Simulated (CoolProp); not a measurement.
Sulfur dioxide along the isobar 6.55 MPa: fugacity coefficient from the reference equation and from simpler models built on Tc = 430.6 K, pc = 7.887 MPa, ω = 0.256; each cubic takes its own stable root.

Computed with CoolProp (reference Helmholtz-energy equation of state, Gao 2016).

| T (K) | phase | reference | van der Waals | Redlich-Kwong | Soave-Redlich-Kwong | Peng-Robinson |
|---|---|---|---|---|---|---|
| 247.1 | liquid | 0.008051 | 0.09222 | 0.01735 | 0.008129 | 0.008253 |
| 267 | liquid | 0.02019 | 0.1382 | 0.03841 | 0.02051 | 0.02047 |
| 286.8 | liquid | 0.04312 | 0.1948 | 0.07335 | 0.04407 | 0.04345 |
| 306.7 | liquid | 0.08161 | 0.2620 | 0.1256 | 0.08391 | 0.08203 |
| 326.5 | liquid | 0.1393 | 0.3379 | 0.1961 | 0.1439 | 0.1399 |
| 346.4 | liquid | 0.2195 | 0.4219 | 0.2853 | 0.2274 | 0.2204 |
| 366.2 | liquid | 0.3222 | 0.5110 | 0.3902 | 0.3340 | 0.3231 |
| 386.1 | liquid | 0.4466 | 0.6035 | 0.5076 | 0.4619 | 0.4466 |
| 405.9 | liquid | 0.5866 | 0.6947 | 0.6297 | 0.6025 | 0.5830 |
| 425.8 | gas | 0.7057 | 0.7449 | 0.7158 | 0.7140 | 0.6927 |
| 445.6 | gas | 0.7529 | 0.7741 | 0.7536 | 0.7581 | 0.7365 |
| 465.5 | gas | 0.7895 | 0.7984 | 0.7844 | 0.7936 | 0.7721 |
| 485.3 | gas | 0.8192 | 0.8191 | 0.8101 | 0.8230 | 0.8017 |
| 505.2 | gas | 0.8440 | 0.8370 | 0.8320 | 0.8480 | 0.8270 |
| 525 | gas | 0.8649 | 0.8526 | 0.8507 | 0.8692 | 0.8486 |
